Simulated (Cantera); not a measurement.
Cantera run, input and output.

```python
import numpy as np
import cantera as ct

gas = ct.Solution("gri30.yaml")
gas.TPX = 1850, 13332, {'C2H6': 3.3, 'N2': 33}
reactor = ct.IdealGasConstPressureReactor(gas, energy="off", clone=False)
net = ct.ReactorNet([reactor])
net.rtol, net.atol = 1e-08, 1e-18
show = ['C2H6', 'H', 'C2H2', 'H2', 'C2H']
times = np.geomspace(0.0003, 1, 11)

steps = ct.SolutionArray(gas, extra=["t"])
rows = []
print(f"{'t/s':>10s}{'T/K':>9s}{'P/Pa':>11s}" + "".join(f"{s:>11s}" for s in show))
for t in times:
    while net.time < t:
        t_next = net.step()
        steps.append(gas.state, t=t_next)
    rows.append([np.interp(t, steps.t, y) for y in (steps.T, steps.P, *steps(*show).X.T)])
    print(f"{t:10.3e}{rows[-1][0]:9.1f}{rows[-1][1]:11.4g}" + "".join(f"{x:11.3e}" for x in rows[-1][2:]))
rate = np.gradient(steps.T, steps.t)
print("integrator steps:", len(steps.t))
if steps.T.max() > steps.T[0] + 200:
    print(f"time of steepest temperature rise: {steps.t[rate.argmax()]:.4e} s")
gas.TPX = 1850, 13332, {'C2H6': 3.3, 'N2': 33}
gas.equilibrate("TP")
print(f"equilibrium (TP): T = {gas.T:.1f} K  " + "  ".join(f"{s} {gas[s].X[0]:.3e}" for s in show))
```

Output:

```
       t/s      T/K       P/Pa       C2H6          H       C2H2         H2        C2H
 3.000e-04   1850.0  1.333e+04  8.258e-05  8.404e-04  5.765e-02  1.113e-01  4.680e-06
 6.752e-04   1850.0  1.333e+04  2.857e-05  5.354e-04  6.441e-02  1.203e-01  3.082e-06
 1.519e-03   1850.0  1.333e+04  1.360e-05  4.048e-04  6.735e-02  1.254e-01  2.336e-06
 3.420e-03   1850.0  1.333e+04  8.046e-06  3.681e-04  6.904e-02  1.298e-01  2.104e-06
 7.696e-03   1850.0  1.333e+04  4.762e-06  3.879e-04  7.096e-02  1.355e-01  2.183e-06
 1.732e-02   1850.0  1.333e+04  2.077e-06  4.343e-04  7.319e-02  1.423e-01  2.401e-06
 3.898e-02   1850.0  1.333e+04  5.948e-07  4.928e-04  7.504e-02  1.479e-01  2.686e-06
 8.773e-02   1850.0  1.333e+04  1.211e-07  5.431e-04  7.608e-02  1.511e-01  2.938e-06
 1.974e-01   1850.0  1.333e+04  2.155e-08  5.698e-04  7.654e-02  1.525e-01  3.073e-06
 4.443e-01   1850.0  1.333e+04  4.108e-09  5.789e-04  7.672e-02  1.531e-01  3.118e-06
 1.000e+00   1850.0  1.333e+04  1.081e-09  5.813e-04  7.679e-02  1.533e-01  3.129e-06
integrator steps: 1346
equilibrium (TP): T = 1850.0 K  C2H6 2.096e-10  H 5.821e-04  C2H2 3.011e-02  H2 1.534e-01  C2H 1.227e-06
```

Cantera simulation using GRI-Mech 3.0 (53 species, 325 reactions); the numbers are that mechanism's predictions, not measurements. GRI-Mech 3.0 stops at C3 and has no aromatics, soot or wall deposition, so with more carbon than oxygen in the feed, carbon stays in small species such as C2H2 where larger ones or solid carbon would form.
